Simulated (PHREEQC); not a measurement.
Solution A (0.001 mol/kgw HF, 0.0043 mol/kgw (CH3)4NF and 0.0089 mol/kgw H2SO4) is mixed with solution B (0.11 mol NH3 and 0.0046 mol K2SiO3 per kg of water) at 20 °C; shares are by mass of water, 1 kg in all. Oxygen is held at 0.21 atm. The system is closed to CO2. The run lets SiO2(a) precipitate or redissolve, and no other solid.

Model: ion-association model, wateq4f.dat, run in PHREEQC.

Question: Predict pH, H3SiO4- (mol/kgw) at share of solution B = 0.3, 0.5, 0.8, 0.9, 1.

Answer: 
```
share of solution B     pH  H3SiO4- (mol/kgw)
-------------------  -----  -----------------
0.3                   9.78           0.000636
0.5                  10.33            0.00172
0.8                  11.26            0.00350
0.9                  11.59            0.00396
1                    11.82            0.00437
```

Species that the database lacks are ignored. (CH3)4N+ isn't in the database: it is added as a free cation with an ion size of 4 Å. SiF6-2 is the database's only silicon fluoride.
